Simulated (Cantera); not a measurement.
## Stirred combustor or abatement burner

A perfectly stirred reactor is fed with 12.7 % CH₄, 0.534 % H₂, 16.0 % O₂, 70.7 % N₂, at 1.00 bar; it is adiabatic with a 350 K inlet, and is followed from long to short residence time, starting on the burning branch (τ in s: 0.1, 0.039, 0.014, 0.0054, 0.002, 0.00075, 0.00028, 0.0001, 3.9e-05, 1.4e-05, 5.4e-06).

Model: GRI-Mech 3.0 (53 species, 325 reactions), integrated in Cantera.

```
τ (s)    T (K)    x CH₄     x H₂      x O₂    x HO₂    x CH₂   x C₂H₂     x N₂O
-------  -----  -------  -------  --------  -------  -------  -------  --------
0.10      1776  0.00593   0.0692  0.000876  1.50e-7  7.49e-7  0.00421  9.66e-10
0.039     1771  0.00685   0.0655   0.00172  3.44e-7  1.48e-6  0.00472   1.60e-9
0.014     1753  0.00807   0.0620   0.00361  8.97e-7  2.84e-6  0.00485   2.89e-9
0.0054    1710   0.0104   0.0584   0.00799  2.63e-6  4.22e-6  0.00442   5.76e-9
0.0020     350    0.127  0.00534     0.160   <1e-12   <1e-12   <1e-12    <1e-12
0.00075    350    0.127  0.00534     0.160   <1e-12   <1e-12   <1e-12    <1e-12
0.00028    350    0.127  0.00534     0.160   <1e-12   <1e-12   <1e-12    <1e-12
0.00010    350    0.127  0.00534     0.160   <1e-12   <1e-12   <1e-12    <1e-12
3.9e-5     350    0.127  0.00534     0.160   <1e-12   <1e-12   <1e-12    <1e-12
1.4e-5     350    0.127  0.00534     0.160   <1e-12   <1e-12   <1e-12    <1e-12
5.4e-6     350    0.127  0.00534     0.160   <1e-12   <1e-12   <1e-12    <1e-12
```
x: mole fraction; the columns are a selection and need not sum to one.
